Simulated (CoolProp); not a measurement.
Computed with CoolProp (reference Helmholtz-energy equation of state, Lemmon 2005). It is a short technical equation, of lower accuracy than the large ones.

**Question.** For trans-2-butene, give the phase and the Z, cv (kJ/(kg K)), Joule-Thomson coefficient (K/MPa), isothermal compressibility (1/MPa) at 251.85 °C and 1.47 MPa; 251.85 °C and 2.48 MPa.

**Answer.** 
- 251.85 °C and 1.47 MPa: gas; Z 0.934, cv 2.24, Joule-Thomson coefficient 5.32, isothermal compressibility 0.729
- 251.85 °C and 2.48 MPa: gas; Z 0.887, cv 2.25, Joule-Thomson coefficient 5.56, isothermal compressibility 0.456
